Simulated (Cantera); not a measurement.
# SiHCl₃ + N₂ (silicon nitride deposition)

Charge: 1 mol SiHCl₃, 0.74 mol N₂, equilibrated at 48.0 mbar.

Method: chemical equilibrium by Gibbs-energy minimisation in Cantera with the NASA 1993 tables (ideal gas, pure condensed phases). Candidate condensed phases: NH₄Cl, Si, Si₃N₄; 28 gas species. N₂ is the only nitrogen source here; it is nearly inert below about 1500 K, so the nitride shown seldom forms there in practice. The tables' values for SiCl₃ are old estimates; treat these amounts as uncertain. Kinetics and transport are ignored.

From 750 K to 1300 K the condensed part is Si₃N₄(s). The main Si-bearing gas is SiCl₄ throughout.

| T (K) | log p HCl | log p SiCl₄ | log p N₂ | log p H₂ | log p SiCl₃ | log p SiCl₂ | log p SiHCl₃ | log p NH₃ | n Si₃N₄(s) |
|---|---|---|---|---|---|---|---|---|---|
| 750 | -1.89 | -1.79 | -1.90 | -2.20 | -7.98 | -11.90 | -5.45 | -6.54 | 0.126 |
| 800 | -1.86 | -1.80 | -1.91 | -2.22 | -7.25 | -10.66 | -5.21 | -6.81 | 0.128 |
| 850 | -1.84 | -1.81 | -1.91 | -2.25 | -6.62 | -9.57 | -4.99 | -7.06 | 0.130 |
| 900 | -1.83 | -1.81 | -1.91 | -2.27 | -6.05 | -8.61 | -4.80 | -7.28 | 0.132 |
| 950 | -1.81 | -1.81 | -1.92 | -2.29 | -5.54 | -7.74 | -4.63 | -7.48 | 0.133 |
| 1000 | -1.80 | -1.82 | -1.92 | -2.31 | -5.09 | -6.97 | -4.48 | -7.66 | 0.135 |
| 1050 | -1.79 | -1.82 | -1.92 | -2.33 | -4.67 | -6.27 | -4.35 | -7.83 | 0.136 |
| 1100 | -1.78 | -1.83 | -1.92 | -2.35 | -4.30 | -5.63 | -4.22 | -7.98 | 0.137 |
| 1150 | -1.77 | -1.83 | -1.93 | -2.36 | -3.96 | -5.06 | -4.11 | -8.12 | 0.138 |
| 1200 | -1.77 | -1.84 | -1.93 | -2.38 | -3.65 | -4.53 | -4.01 | -8.25 | 0.138 |
| 1250 | -1.76 | -1.84 | -1.93 | -2.39 | -3.37 | -4.05 | -3.92 | -8.37 | 0.137 |
| 1300 | -1.76 | -1.86 | -1.93 | -2.41 | -3.12 | -3.61 | -3.85 | -8.48 | 0.136 |
log p: log10 of the partial pressure in bar; n: condensed amount in mol.
